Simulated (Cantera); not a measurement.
A perfectly stirred reactor is fed with NH₃ : H₂ = 1 : 0.16 (molar parts), at 143 Torr; it is held at 1775 K, and followed from long to short residence time.

Computed with Cantera and the gas-phase N/H chemistry of the illustrative SiF4/NH3 mechanism in the Surface Chemkin manual (1991). Walls and surfaces, which speed up NH3 decomposition in real reactors, are not modelled.

**Question.** What does this change do: NH3 1 to 0.56 parts?

**Answer.** 
```
quantity                 before    after
----------------------  -------  -------
x(NH₃) at τ = 0.310 s     0.727    0.662
x(H₂) at τ = 0.310 s      0.237    0.305
x(N₂H₂) at τ = 0.310 s  1.84e-6  1.57e-6
x(N) at τ = 0.310 s     7.22e-8  7.73e-8
x(NH) at τ = 0.310 s    2.31e-6  2.29e-6
x(NH₃) at τ = 12.0 ms     0.856    0.773
x(H₂) at τ = 12.0 ms      0.142    0.226
x(N₂H₂) at τ = 12.0 ms  2.17e-6  1.78e-6
x(N) at τ = 12.0 ms     5.09e-8  5.96e-8
x(NH) at τ = 12.0 ms    2.06e-6  2.08e-6
```

**Question.** What does this change do: temperature 1775 to 1250 K?

**Answer.** 
| quantity | before | after |
|---|---|---|
| x(NH₃) at τ = 0.310 s | 0.727 | 0.862 |
| x(H₂) at τ = 0.310 s | 0.237 | 0.138 |
| x(N₂H₂) at τ = 0.310 s | 1.84e-6 | 9.80e-9 |
| x(N) at τ = 0.310 s | 7.22e-8 | 1.37e-12 |
| x(NH) at τ = 0.310 s | 2.31e-6 | 3.24e-10 |
| x(NH₃) at τ = 12.0 ms | 0.856 | 0.862 |
| x(H₂) at τ = 12.0 ms | 0.142 | 0.138 |
| x(N₂H₂) at τ = 12.0 ms | 2.17e-6 | 1.70e-11 |
| x(N) at τ = 12.0 ms | 5.09e-8 | <1e-12 |
| x(NH) at τ = 12.0 ms | 2.06e-6 | <1e-12 |
